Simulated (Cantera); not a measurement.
Input: 1 mol Zr, 0.12 mol H2O, 13 mol N2, equilibrated at 8.90e-6 bar.

Cantera equilibrium calculation (NASA polynomials, part measured and part estimated; ideal gas, pure solids and liquids). Candidate condensed phases: H2O, Zr, ZrN, ZrO2; 28 gas species. Mutual solubility and eutectic melting of coexisting phases are not modelled. ZrN: taken at fixed stoichiometry. Condensed phases not in the tables: solid solutions among these carbides, nitrides and lower oxides. Equilibrium is a limit: real reactors are often held back by kinetics, nucleation or transport.

Q: What share of the Zr ends up in condensed phases as a function of T (K), at 1998, 2048, 2098, 2148, 2198, 2248, 2298, 2348, 2398, 2448?

A: 
```csv
T (K),Zr condensed (%),as
1998,99.4,ZrN(s) + ZrO2(tetragonal)
2048,98.2,ZrN(s) + ZrO2(tetragonal)
2098,94.6,ZrN(s) + ZrO2(tetragonal)
2148,88.0,ZrN(s)
2198,87.6,ZrN(s)
2248,86.8,ZrN(s)
2298,84.3,ZrN(s)
2348,77.1,ZrN(s)
2398,56.8,ZrN(s)
2448,0.0,-
```
